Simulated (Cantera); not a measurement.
A closed system holds: 1 mol c-C₄F₈, 0.051 mol CH₄, at 1.40 Pa.

Method: chemical equilibrium by Gibbs-energy minimisation in Cantera with the NASA 1993 tables (ideal gas, pure condensed phases). Candidate condensed phases: C, C₆H₆, C₇H₈, C₈H₁₈; 95 gas species. The feed counts by its element totals alone. Gases not in the tables: C₂F₆ and larger saturated fluorocarbons. Rates play no part. All values below are at 1000 K.

Base state: CF₄ 0.905, HF 0.0948 (mole fractions); condensed: C(graphite).

Task: What changes in the equilibrium state with this change: CH₄ from 0.051 to 0.64 mol?

Result: 
| species | before | after |
|---|---|---|
| HF | 0.0948 | 0.653 |
| CF₄ | 0.905 | 0.347 |
| C(graphite), mol | 2.10 | 3.28 |
